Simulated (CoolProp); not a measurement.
A single-stage vapour-compression cycle with fluoroethane (R161): evaporating at 209.15 K (dew point), condensing at 250.15 K (bubble point), superheat 5 K, subcooling 0 K, compressor efficiency 0.75, no pressure losses. Each further row changes one setting.

Values from CoolProp's reference Helmholtz-energy equation of state, Wu 2012.

```json
[
 {"case": "as stated", "cooling COP": "3.25", "pressure ratio": "7.53", "discharge temperature (K)": "317.8", "refrigerating effect (kJ/kg)": "377", "volumetric capacity (kJ/m³)": "258"},
 {"case": "evaporating temperature 214.15 K", "cooling COP": "3.87", "pressure ratio": "5.61", "discharge temperature (K)": "308.2", "refrigerating effect (kJ/kg)": "381", "volumetric capacity (kJ/m³)": "344"},
 {"case": "condensing temperature 245.15 K", "cooling COP": "3.77", "pressure ratio": "6.13", "discharge temperature (K)": "307.0", "refrigerating effect (kJ/kg)": "387", "volumetric capacity (kJ/m³)": "265"},
 {"case": "subcooling 5 K", "cooling COP": "3.34", "pressure ratio": "7.53", "discharge temperature (K)": "317.8", "refrigerating effect (kJ/kg)": "387", "volumetric capacity (kJ/m³)": "265"},
 {"case": "superheat 15 K", "cooling COP": "3.20", "pressure ratio": "7.53", "discharge temperature (K)": "329.3", "refrigerating effect (kJ/kg)": "387", "volumetric capacity (kJ/m³)": "253"},
 {"case": "compressor efficiency 0.65", "cooling COP": "2.82", "pressure ratio": "7.53", "discharge temperature (K)": "331.0", "refrigerating effect (kJ/kg)": "377", "volumetric capacity (kJ/m³)": "258"}
]
```
